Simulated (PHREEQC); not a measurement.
A solution holds 1.4 mmol/kgw NH4HF2, 1.3 mmol/kgw (NH4)2SiF6, 0.12 mmol/kgw H3BO3 and 19 mmol/kgw H2SO4, at 30 °C. Closed to the air; pH follows from the charge balance.

Computed with PHREEQC (ion-association model, wateq4f.dat).

```
quantity                   before    after
------------------------  -------  -------
ionic strength (mol/kgw)   0.0376   0.0207
HSO4- (mol/kgw)            0.0110  0.00435
SO4-2 (mol/kgw)           0.00785  0.00508
HF (mol/kgw)              0.00468  0.00329
SI of Chalcedony (SiO2)     +0.09    +0.06
```

**Question.** What was changed between the two runs?
(A) (NH4)2SiF6 from 0.0013 to 0.00143 mol/kgw
(B) diluted 2-fold with water
(C) H3BO3 left out
(D) diluted 100-fold with water
(E) 0.0019 mol/kgw KI added

**Answer.** B, diluted 2-fold with water

Precipitation was switched off in this run. Some of these states are supersaturated (in Quartz (slow to form), Chalcedony (slow to form), for instance). SiF6-2 is the database's only silicon fluoride. Real BF4- forms and hydrolyses slowly; the run takes it at equilibrium.
